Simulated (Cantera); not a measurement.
Input (Python, Cantera):

```python
import numpy as np
import cantera as ct

gas = ct.Solution("gri30.yaml")
gas.TPX = 1375, 500000, {'CH4': 1, 'O2': 2.5, 'N2': 14.2}
reactor = ct.IdealGasReactor(gas, energy="on", clone=False)
net = ct.ReactorNet([reactor])
net.rtol, net.atol = 1e-08, 1e-16
show = ['CH4', 'O2', 'H2', 'NO2', 'O', 'NO']
times = np.geomspace(3e-06, 0.4, 14)

steps = ct.SolutionArray(gas, extra=["t"])
rows = []
print(f"{'t/s':>10s}{'T/K':>9s}{'P/Pa':>11s}" + "".join(f"{s:>11s}" for s in show))
for t in times:
    while net.time < t:
        t_next = net.step()
        steps.append(gas.state, t=t_next)
    rows.append([np.interp(t, steps.t, y) for y in (steps.T, steps.P, *steps(*show).X.T)])
    print(f"{t:10.3e}{rows[-1][0]:9.1f}{rows[-1][1]:11.4g}" + "".join(f"{x:11.3e}" for x in rows[-1][2:]))
rate = np.gradient(steps.T, steps.t)
print("integrator steps:", len(steps.t))
if steps.T.max() > steps.T[0] + 200:
    print(f"time of steepest temperature rise: {steps.t[rate.argmax()]:.4e} s")
gas.TPX = 1375, 500000, {'CH4': 1, 'O2': 2.5, 'N2': 14.2}
gas.equilibrate("UV")
print(f"equilibrium (UV): T = {gas.T:.1f} K  " + "  ".join(f"{s} {gas[s].X[0]:.3e}" for s in show))
```

It prints:

```
       t/s      T/K       P/Pa        CH4         O2         H2        NO2          O         NO
 3.000e-06   1375.0      5e+05  5.650e-02  1.412e-01  5.567e-09  5.252e-23  3.201e-10  5.339e-18
 7.436e-06   1375.0      5e+05  5.650e-02  1.412e-01  1.604e-08  1.098e-21  4.984e-10  1.905e-17
 1.843e-05   1375.0      5e+05  5.650e-02  1.412e-01  5.309e-08  2.569e-20  1.027e-09  8.197e-17
 4.569e-05   1375.0      5e+05  5.649e-02  1.412e-01  2.392e-07  7.469e-19  2.951e-09  4.819e-16
 1.132e-04   1375.0      5e+05  5.648e-02  1.412e-01  1.722e-06  2.501e-17  1.112e-08  4.049e-15
 2.807e-04   1375.6  5.002e+05  5.636e-02  1.412e-01  1.403e-05  7.417e-16  2.893e-08  3.413e-14
 6.958e-04   1379.3  5.016e+05  5.571e-02  1.408e-01  1.044e-04  2.817e-14  6.762e-08  2.431e-13
 1.725e-03   2684.7  9.853e+05  1.949e-16  2.959e-02  2.667e-03  1.580e-06  1.866e-03  1.808e-03
 4.275e-03   2666.8  9.784e+05  2.006e-16  2.564e-02  2.674e-03  8.432e-06  1.613e-03  1.023e-02
 1.060e-02   2666.1  9.781e+05  2.009e-16  2.548e-02  2.675e-03  8.693e-06  1.603e-03  1.058e-02
 2.627e-02   2666.1  9.781e+05  2.009e-16  2.548e-02  2.675e-03  8.693e-06  1.603e-03  1.058e-02
 6.510e-02   2666.1  9.781e+05  2.009e-16  2.548e-02  2.675e-03  8.693e-06  1.603e-03  1.058e-02
 1.614e-01   2666.1  9.781e+05  2.009e-16  2.548e-02  2.675e-03  8.693e-06  1.603e-03  1.058e-02
 4.000e-01   2666.1  9.781e+05  2.009e-16  2.548e-02  2.675e-03  8.693e-06  1.603e-03  1.058e-02
integrator steps: 2184
time of steepest temperature rise: 1.5718e-03 s
equilibrium (UV): T = 2666.1 K  CH4 2.697e-16  O2 2.548e-02  H2 2.675e-03  NO2 8.693e-06  O 1.603e-03  NO 1.058e-02
```

Computed with Cantera and GRI-Mech 3.0 (53 species, 325 reactions).
